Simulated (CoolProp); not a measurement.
Properties of carbon monoxide along the isotherm 85.8 K.

Computed with CoolProp (reference Helmholtz-energy equation of state, Lemmon 2006). It is a short technical equation, of lower accuracy than the large ones.

| p (MPa) | phase | density (kg/m³) | speed of sound (m/s) |
|---|---|---|---|
| 0.375 | liquid | … | 828.1 |
| 0.75 | liquid | … | 831.8 |
| 1.12 | liquid | 777.4 | … |
| 1.5 | liquid | … | 839.0 |
| 1.87 | liquid | 779.5 | 842.5 |
| 2.25 | liquid | 780.5 | 846.1 |
| 2.62 | liquid | … | 849.5 |
| 3 | liquid | 782.5 | 853.0 |
| 3.37 | liquid | 783.4 | 856.3 |
| 3.75 | liquid | 784.4 | 859.7 |
| 4.12 | liquid | … | 863.0 |
| 4.5 | liquid | 786.3 | 866.4 |
| 4.87 | liquid | 787.2 | … |
| 5.25 | liquid | 788.2 | 872.9 |

Task: Complete the blanks.

Result: 
- 0.375, density (kg/m³): 775.3
- 0.75, density (kg/m³): 776.4
- 1.12, speed of sound (m/s): 835.4
- 1.5, density (kg/m³): 778.5
- 2.62, density (kg/m³): 781.5
- 4.12, density (kg/m³): 785.3
- 4.87, speed of sound (m/s): 869.6
